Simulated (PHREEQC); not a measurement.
Model water analysis in mmol/kgw, 20 °C, pH 3.67, pe 9.9: Na 4.08; K 4.01; Ca 2.38; Mg 1.99; Cl 3.91; S(6) 7.07; Li 0.0527.

Cl is adjusted to close the charge balance.
Valence states are taken as typed.

Computed with PHREEQC (ion-association model, phreeqc.dat).

```json
[
 {"quantity": "ionic strength (mol/kgw)", "before": "0.0237", "after": "0.0223"},
 {"quantity": "Ca+2 (mol/kgw)", "before": "0.00181", "after": "0.00206"},
 {"quantity": "Mg+2 (mol/kgw)", "before": "0.00144", "after": "0.00167"},
 {"quantity": "CaSO4 (mol/kgw)", "before": "0.000567", "after": "0.000322"},
 {"quantity": "MgSO4 (mol/kgw)", "before": "0.000549", "after": "0.000318"},
 {"quantity": "SI of Gypsum (CaSO4:2H2O)", "before": "-0.90", "after": "-1.14"},
 {"quantity": "SI of Sylvite (KCl)", "before": "-5.93", "after": "-5.40"}
]
```

Question: Name the change that produced these shifts.
A) temperature from 20 to 50 °C at the same typed pH
B) S(6) from 7.07 to 3.54 mmol/kgw
C) all concentrations times 4 at the same typed pH

Answer: B, S(6) from 7.07 to 3.54 mmol/kgw

Precipitation was switched off in this run.
